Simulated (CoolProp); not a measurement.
Vapour-liquid equilibrium of n-pentane (1) + acetone (2) at 0.442 MPa; x and y are mole fractions of (1).

The numbers come from the multi-fluid Helmholtz-energy mixture model, Thol 2019 and Lemmon 2006; pair parameters Bell 2016 in CoolProp.

| x | bubble temperature (K) | y at the bubble point | dew temperature at overall composition x (K) | liquid density (mol/L) |
|---|---|---|---|---|
| 0.05 | 373.8 | 0.168 | 378.2 | 11.56 |
| 0.125 | 367.4 | 0.332 | 375.4 | 11.19 |
| 0.2 | 363.2 | 0.433 | 372.6 | 10.80 |
| 0.275 | 360.5 | 0.500 | 369.6 | 10.42 |
| 0.35 | 358.7 | 0.548 | 366.6 | 10.04 |
| 0.425 | 357.4 | 0.585 | 363.5 | 9.688 |
| 0.5 | 356.6 | 0.617 | 360.4 | 9.356 |
| 0.575 | 356.1 | 0.647 | 357.7 | 9.049 |
| 0.65 | 355.7 | 0.679 | 356.0 | 8.766 |
| 0.725 | 355.7 | 0.716 | 355.7 | 8.504 |
| 0.8 | 355.9 | 0.762 | 356.4 | 8.262 |
| 0.875 | 356.8 | 0.824 | 357.7 | 8.034 |
| 0.95 | 358.5 | 0.914 | 359.3 | 7.813 |

y crosses x between x = 0.65 and 0.725: the model has an azeotrope there.

The pair parameters rest on a limited set of measurements; away from them the model extrapolates.
